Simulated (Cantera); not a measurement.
A Cantera script and what it prints.

```python
import numpy as np
import cantera as ct

gas_names = """
    CL CLF CLF3 CL2 F F2 H HCL HF H2 H2F2 H3F3 H4F4 H5F5 H6F6 H7F7 Na NaCL NaF NaH Na2 Na2CL2 Na2F2
""".split()
cond_names = """
    Na(cr) Na(L) NaCL(s) NaCL(L) NaF(s) NaF(L)
""".split()


# ... load() reads the species with a 1 bar reference pressure and builds the phases ...
atoms = {
    'NaCl': {'Na': 1, 'CL': 1},
    'HF': {'H': 1, 'F': 1},
    'H2': {'H': 2},
}
top_T = {}  # K; cautious upper limits of use, not melting points


# ... equilibrate(T, P, feed) seeds the gas with the atoms and calls Mixture.equilibrate('TP', solver="vcs", rtol=1e-11, max_steps=5000) ...
results = []
feed = {'NaCl': 1, 'HF': 0.046, 'H2': 280}  # mol
P = 17000  # Pa
for T in [1423, 1473, 1523, 1573, 1623, 1673, 1723, 1773, 1823, 1873, 1923]:
    mix = equilibrate(T, P, feed)
    results.append((T, P, feed, dict(zip(mix.species_names, mix.species_moles))))

top = {s: max(r[3][s] / sum(r[3][g] for g in gas_names) for r in results) for s in gas_names}
cols = sorted((s for s in top if top[s] > 0.001), key=lambda s: -top[s])[:9]
seen = [c for c in cond_names if any(r[3].get(c, 0) > 1e-12 for r in results)]
print("log10 of partial pressures in bar; condensed amounts in mol")
print(f"{'T/K':>10s}" + "".join(f"{s[:9]:>10s}" for s in cols + seen))
for T, P, feed, n in results:
    ng = sum(n[g] for g in gas_names)
    print(f"{T:10.4g}" + "".join(f"{np.log10(max(n[s] / ng * P / 1e5, 1e-99)):10.3f}" for s in cols)
          + "".join(f"{n.get(c, 0):10.4g}" for c in seen))
```

Result:

```
log10 of partial pressures in bar; condensed amounts in mol
       T/K        H2      NaCL         H       HCL        Na
      1423    -0.771    -3.262    -5.563    -4.261    -4.267
      1473    -0.771    -3.275    -5.284    -4.146    -4.151
      1523    -0.771    -3.290    -5.022    -4.041    -4.044
      1573    -0.772    -3.310    -4.777    -3.944    -3.947
      1623    -0.772    -3.333    -4.546    -3.856    -3.858
      1673    -0.772    -3.360    -4.329    -3.776    -3.778
      1723    -0.772    -3.391    -4.125    -3.703    -3.705
      1773    -0.772    -3.427    -3.932    -3.638    -3.639
      1823    -0.772    -3.468    -3.749    -3.579    -3.581
      1873    -0.773    -3.514    -3.576    -3.527    -3.528
      1923    -0.773    -3.564    -3.412    -3.482    -3.482
```

Method: chemical equilibrium by Gibbs-energy minimisation in Cantera with the NASA 1993 tables (ideal gas, pure condensed phases).
